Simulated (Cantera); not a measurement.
What does this Cantera script print?

```python
import numpy as np
import cantera as ct

gas = ct.Solution("gri30.yaml")
gas.TPX = 650, 1000000, {'CO': 1, 'H2': 0.38, 'O2': 0.627, 'N2': 2.36}
flame = ct.FreeFlame(gas, width=0.008)
flame.set_refine_criteria(ratio=3, slope=0.08, curve=0.16)
flame.transport_model = "mixture-averaged"
flame.solve(loglevel=0, auto=True)
z, T = flame.grid, flame.T
thick = (T[-1] - T[0]) / np.gradient(T, z).max()
show = ['CO', 'H2', 'O2', 'H', 'OH', 'N2O']
print(f"laminar burning velocity  {flame.velocity[0] * 100:.3f} cm/s")
print(f"burnt temperature         {T[-1]:.1f} K")
print(f"thermal thickness         {thick * 1e3:.4f} mm")
print(f"grid points               {len(z)}")
z0 = z[flame.heat_release_rate.argmax()]
print(f"{'z/mm':>9s}{'T/K':>9s}{'u/(m/s)':>9s}" + "".join(f"{s:>11s}" for s in show))
rows = []
for k in (-3, -2, -1.5, -1, -0.5, -0.25, 0, 0.25, 0.5, 1, 2, 4, 8):
    zz = z0 + k * thick
    rows.append([k * thick, np.interp(zz, z, T), np.interp(zz, z, flame.velocity),
                 *(np.interp(zz, z, flame.X[gas.species_index(s)]) for s in show)])
    print(f"{rows[-1][0] * 1e3:9.3f}{rows[-1][1]:9.1f}{rows[-1][2]:9.3f}" + "".join(f"{x:11.3e}" for x in rows[-1][3:]))
```

Output:

```
laminar burning velocity  214.905 cm/s
burnt temperature         2648.4 K
thermal thickness         0.0433 mm
grid points               120
     z/mm      T/K  u/(m/s)         CO         H2         O2          H         OH        N2O
   -0.130    650.0    2.149  2.290e-01  8.683e-02  1.436e-01  1.150e-14  4.104e-14  1.312e-14
   -0.087    650.1    2.147  2.292e-01  8.597e-02  1.437e-01  5.659e-13  1.640e-12  4.711e-13
   -0.065    650.6    2.145  2.297e-01  8.428e-02  1.440e-01  1.457e-11  3.543e-11  5.928e-12
   -0.043    654.4    2.147  2.308e-01  7.932e-02  1.447e-01  4.108e-10  9.925e-10  8.164e-11
   -0.022    723.4    2.336  2.326e-01  6.183e-02  1.446e-01  2.011e-06  2.723e-06  4.465e-09
   -0.011   1013.6    3.221  2.232e-01  4.169e-02  1.322e-01  3.967e-04  3.810e-04  5.812e-08
    0.000   1491.6    4.651  1.915e-01  1.937e-02  9.780e-02  3.537e-03  2.542e-03  3.710e-07
    0.011   1826.1    5.586  1.521e-01  8.532e-03  6.487e-02  6.345e-03  5.993e-03  8.400e-07
    0.022   2020.3    6.082  1.232e-01  6.669e-03  4.762e-02  6.827e-03  8.232e-03  1.024e-06
    0.043   2223.8    6.581  9.571e-02  6.479e-03  3.377e-02  5.616e-03  9.573e-03  1.032e-06
    0.087   2396.2    7.002  7.856e-02  5.582e-03  2.495e-02  3.397e-03  9.096e-03  1.017e-06
    0.173   2522.1    7.302  6.630e-02  4.484e-03  1.861e-02  1.912e-03  7.778e-03  9.799e-07
    0.346   2600.6    7.484  5.765e-02  3.771e-03  1.420e-02  1.232e-03  6.664e-03  9.081e-07
```

Cantera simulation using GRI-Mech 3.0 (53 species, 325 reactions); the numbers are that mechanism's predictions, not measurements. The hydrogen kinetics of GRI-Mech 3.0 are dated; newer H2 mechanisms differ, most at raised pressure. Burning velocities carry a grid error of a few per cent, more on coarse grids.
